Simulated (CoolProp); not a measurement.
Vapour-liquid equilibrium of 1-butene (1) + acetone (2) at 2.61 bar; x and y are mole fractions of (1).

Model: multi-fluid Helmholtz-energy mixture model, Lemmon 2005 and Lemmon 2006; pair parameters Bell 2016, in CoolProp.

```tsv
x	bubble temperature (°C)	y at the bubble point	dew temperature at overall composition x (°C)	liquid density (mol/L)
0.05	72.0	(withheld)	(withheld)	12.37
0.125	55.7	0.640	82.1	12.43
0.2	45.3	0.764	79.1	12.37
0.275	38.8	0.825	76.0	12.23
0.35	34.5	0.859	72.5	12.06
0.425	31.7	0.880	68.8	11.87
0.5	29.7	0.895	64.8	(withheld)
0.575	28.2	0.907	60.2	11.48
0.65	26.9	0.917	55.0	11.29
0.725	25.7	0.928	48.9	11.10
0.8	24.5	0.941	(withheld)	10.94
0.875	23.1	0.958	32.4	10.79
0.95	21.8	0.980	23.7	10.66
```

Q: What belongs in the gaps?

A: 
- 0.05, y at the bubble point: 0.362
- 0.05, dew temperature at overall composition x (°C): 84.9
- 0.5, liquid density (mol/L): 11.67
- 0.8, dew temperature at overall composition x (°C): 41.6

No azeotrope shows between x = 0.05 and 0.95.

Pair parameters are fitted to limited data, so mixtures are less certain than the pure fluids. With so large a gap from Raoult's law the liquid may split in two, which this calculation doesn't test in full.
